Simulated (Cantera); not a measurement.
# Premixed flame

A freely propagating, adiabatic, planar premixed flame of 22.7 % H₂, 16.2 % O₂, 61.1 % N₂, equivalence ratio 0.70, unburnt at 350 K and 1.97 atm; multicomponent transport, grid criteria slope 0.08 and curve 0.16, no radiation.

Model: the H2/O2 subset of GRI-Mech 3.0, which has no nitrogen chemistry, integrated in Cantera. Burning velocities carry a grid error of a few per cent, more on coarse grids.

| z (mm) | T (K) | u (m/s) | x H₂ | x O₂ | x H₂O₂ | x H₂O | x H | x O |
|---|---|---|---|---|---|---|---|---|
| -0.471 | 350 | 1.38 | 0.227 | 0.162 | <1e-8 | 6.93e-8 | <1e-8 | <1e-8 |
| -0.314 | 350 | 1.38 | 0.226 | 0.162 | 1.39e-8 | 2.99e-6 | <1e-8 | <1e-8 |
| -0.235 | 351 | 1.38 | 0.224 | 0.163 | 8.80e-8 | 1.72e-5 | <1e-8 | <1e-8 |
| -0.157 | 355 | 1.39 | 0.216 | 0.164 | 1.52e-6 | 0.000246 | <1e-8 | 5.91e-8 |
| -0.0785 | 455 | 1.71 | 0.176 | 0.168 | 6.29e-5 | 0.00968 | 4.42e-6 | 4.45e-6 |
| -0.0392 | 776 | 2.82 | 0.129 | 0.157 | 0.000101 | 0.0490 | 0.000917 | 0.000186 |
| 0 | 1171 | 4.18 | 0.0768 | 0.126 | 3.16e-5 | 0.115 | 0.00572 | 0.00187 |
| 0.0392 | 1450 | 5.16 | 0.0372 | 0.0919 | 6.76e-6 | 0.174 | 0.0101 | 0.00484 |
| 0.0785 | 1613 | 5.73 | 0.0190 | 0.0730 | 3.49e-6 | 0.204 | 0.0101 | 0.00622 |
| 0.157 | 1775 | 6.28 | 0.00981 | 0.0626 | 1.73e-6 | 0.223 | 0.00626 | 0.00538 |
| 0.314 | 1897 | 6.68 | 0.00559 | 0.0595 | 9.17e-7 | 0.234 | 0.00248 | 0.00307 |
| 0.628 | 1971 | 6.91 | 0.00252 | 0.0585 | 5.17e-7 | 0.242 | 0.000686 | 0.00133 |
| 1.26 | 2006 | 7.02 | 0.000918 | 0.0585 | 2.91e-7 | 0.246 | 0.000146 | 0.000483 |
x: mole fraction of selected species; z is measured from the peak of heat release.

The laminar burning velocity is 138 cm/s and the thermal thickness comes out as 0.157 mm. The peak x(H₂O₂) is 0.000109, the peak x(H) comes out as 0.0105 and the peak x(O) is 0.00628. The grid points is 109.
